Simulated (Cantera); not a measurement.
Input: 1 mol CaCO3, 0.035 mol H2, held at 27.0 Pa.

Equilibrium computed with Cantera from the NASA thermochemical tables; the gas is ideal and each condensed phase is pure. Candidate condensed phases: C, C6H6, C7H8, C8H18, Ca, CaCO3, CaO, Ca(OH)2, H2O; 115 gas species. Equilibrium is a limit: real reactors are often held back by kinetics, nucleation or transport.

log p: log10 of the partial pressure in bar; n: condensed amount in mol.

```json
[
 {"T (K)": "1025", "log p CO2": "-3.60", "log p CO": "-5.06", "log p O2": "<-15", "log p H2O": "-5.06", "log p O": "<-15", "log p OH": "___", "n CaO(s)": "1.00"},
 {"T (K)": "1125", "log p CO2": "-3.60", "log p CO": "-5.05", "log p O2": "-14.24", "log p H2O": "-5.05", "log p O": "-15.46", "log p OH": "___", "n CaO(s)": "1.00"},
 {"T (K)": "1225", "log p CO2": "-3.60", "log p CO": "-5.05", "log p O2": "-12.11", "log p H2O": "-5.05", "log p O": "-13.43", "log p OH": "___", "n CaO(s)": "1.00"},
 {"T (K)": "1325", "log p CO2": "-3.60", "log p CO": "-5.05", "log p O2": "-10.31", "log p H2O": "-5.05", "log p O": "-11.71", "log p OH": "___", "n CaO(s)": "1.00"},
 {"T (K)": "1425", "log p CO2": "-3.60", "log p CO": "-5.05", "log p O2": "-8.75", "log p H2O": "-5.05", "log p O": "-10.24", "log p OH": "___", "n CaO(s)": "1.00"},
 {"T (K)": "1525", "log p CO2": "-3.60", "log p CO": "-5.04", "log p O2": "-7.42", "log p H2O": "-5.05", "log p O": "-8.95", "log p OH": "___", "n CaO(s)": "1.00"},
 {"T (K)": "1625", "log p CO2": "-3.60", "log p CO": "-5.00", "log p O2": "-6.32", "log p H2O": "-5.05", "log p O": "-7.87", "log p OH": "___", "n CaO(s)": "1.00"},
 {"T (K)": "1725", "log p CO2": "-3.61", "log p CO": "-4.85", "log p O2": "-5.60", "log p H2O": "-5.06", "log p O": "-7.04", "log p OH": "___", "n CaO(s)": "1.00"},
 {"T (K)": "1825", "log p CO2": "-3.64", "log p CO": "-4.64", "log p O2": "-5.16", "log p H2O": "-5.08", "log p O": "-6.39", "log p OH": "___", "n CaO(s)": "1.000"},
 {"T (K)": "1925", "log p CO2": "-3.68", "log p CO": "-4.42", "log p O2": "-4.85", "log p H2O": "-5.13", "log p O": "-5.86", "log p OH": "___", "n CaO(s)": "1.000"},
 {"T (K)": "2025", "log p CO2": "-3.76", "log p CO": "-4.23", "log p O2": "-4.63", "log p H2O": "-5.21", "log p O": "-5.41", "log p OH": "___", "n CaO(s)": "1.000"}
]
```

**Question.** What belongs in the gaps?

**Answer.** 
- 1025, log p OH: -12.79
- 1125, log p OH: -11.41
- 1225, log p OH: -10.26
- 1325, log p OH: -9.29
- 1425, log p OH: -8.45
- 1525, log p OH: -7.72
- 1625, log p OH: -7.11
- 1725, log p OH: -6.63
- 1825, log p OH: -6.26
- 1925, log p OH: -5.96
- 2025, log p OH: -5.73
